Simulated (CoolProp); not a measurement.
R125 along the isobar 14100 kPa: fugacity coefficient from the reference equation and from simpler models built on Tc = 339.2 K, pc = 3618 kPa, ω = 0.305; each cubic takes its own stable root.

Computed with CoolProp (reference Helmholtz-energy equation of state, Lemmon 2005).

```
T (K)          phase  reference  Redlich-Kwong  Peng-Robinson
-----  -------------  ---------  -------------  -------------
291.5         liquid          ?         0.1427         0.1082
304.1         liquid     0.1436              ?         0.1420
316.7         liquid     0.1822         0.2126         0.1806
329.2         liquid     0.2246         0.2506              ?
341.8  supercritical     0.2705         0.2902         0.2686
354.4  supercritical     0.3187         0.3307         0.3166
366.9  supercritical     0.3678         0.3710         0.3654
379.5  supercritical          ?         0.4112         0.4145
392.1  supercritical          ?         0.4506         0.4627
404.6  supercritical     0.5131         0.4884         0.5087
417.2  supercritical     0.5579         0.5249         0.5529
429.8  supercritical     0.6000         0.5595         0.5944
442.3  supercritical     0.6387         0.5920              ?
```

Q: What belongs in the gaps?

A: 
- 291.5, reference: 0.1096
- 304.1, Redlich-Kwong: 0.1763
- 329.2, Peng-Robinson: 0.2228
- 379.5, reference: 0.4174
- 392.1, reference: 0.4663
- 442.3, Peng-Robinson: 0.6329
